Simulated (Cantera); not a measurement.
## Silicon epitaxy and polysilicon growth: Si2Cl6 + Cl2 + H2

Input: 1 mol Si2Cl6, 0.019 mol Cl2, 41 mol H2, held at 952 °C.

Cantera equilibrium calculation (NASA polynomials, part measured and part estimated; ideal gas, pure solids and liquids). Candidate condensed phases: Si; 19 gas species. The feed counts by its element totals alone. The tables' values for SiCl3 are old estimates; treat these amounts as uncertain. Rates play no part.

| P (Pa) | log p H2 | log p HCl | log p SiCl2 | log p SiHCl3 | log p SiCl4 | log p SiCl3 | log p SiH2Cl2 | n Si(s) |
|---|---|---|---|---|---|---|---|---|
| 100 | -3.05 | -4.06 | -4.68 | -6.65 | -6.15 | -5.86 | -8.02 | 0.973 |
| 230 | -2.69 | -3.71 | -4.34 | -5.97 | -5.48 | -5.36 | -7.33 | 0.963 |
| 540 | -2.32 | -3.36 | -4.02 | -5.29 | -4.83 | -4.87 | -6.63 | 0.947 |
| 1300 | -1.93 | -3.01 | -3.71 | -4.64 | -4.21 | -4.41 | -5.94 | 0.922 |
| 2900 | -1.58 | -2.71 | -3.45 | -4.07 | -3.70 | -4.02 | -5.33 | 0.887 |
| 6800 | -1.21 | -2.40 | -3.20 | -3.51 | -3.20 | -3.65 | -4.70 | 0.837 |
| 16000 | -0.83 | -2.09 | -2.97 | -2.98 | -2.74 | -3.30 | -4.10 | 0.773 |
| 37000 | -0.46 | -1.81 | -2.76 | -2.48 | -2.32 | -2.99 | -3.52 | 0.700 |
| 86000 | -0.10 | -1.52 | -2.56 | -2.00 | -1.92 | -2.69 | -2.96 | 0.618 |
| 200000 | 0.27 | -1.25 | -2.38 | -1.54 | -1.55 | -2.41 | -2.40 | 0.530 |
log p: log10 of the partial pressure in bar; n: condensed amount in mol.

From 100 Pa to 200000 Pa the condensed part is Si(s). The main Si-bearing gas is SiCl2 at 100 Pa and SiHCl3 at 200000 Pa. The share of Si in condensed phases is highest at 100 Pa (48.6 %) and lowest at 200000 Pa (26.5 %).
